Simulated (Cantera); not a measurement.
Input: 1 mol C₂F₆, 0.052 mol F₂, at 1923 K and 63.0 Pa.

Method: chemical equilibrium by Gibbs-energy minimisation in Cantera with the NASA 1993 tables (ideal gas, pure condensed phases). Candidate condensed phases: C; 13 gas species. The feed counts by its element totals alone. Gases not in the tables: C₂F₆ and larger saturated fluorocarbons. Rates play no part.

Base state: CF₄ 0.682, CF₂ 0.189, F 0.120, CF₃ 0.00800, CF 0.000376 (mole fractions); condensed: C(graphite).

Task: What changes in the equilibrium state with this change: C₂F₆ replaced by CH₃Cl?

Result: 
| species | before | after |
|---|---|---|
| HCl | 0 | 0.457 |
| H₂ | 0 | 0.449 |
| HF | 0 | 0.0496 |
| CF₄ | 0.682 | <1e-9 |
| CF₂ | 0.189 | <1e-9 |
| H | 0 | 0.0251 |
| Cl | 0 | 0.0193 |
| F | 0.120 | 8.25e-7 |
| CF₃ | 0.00800 | <1e-9 |
| C₂H₂ (acetylene) | 0 | 0.000202 |
| CF | 0.000376 | 2.58e-9 |
| C(graphite), mol | 0.349 | 0.999 |
Further candidate phases: C₆H₆, C₇H₈, C₈H₁₈.
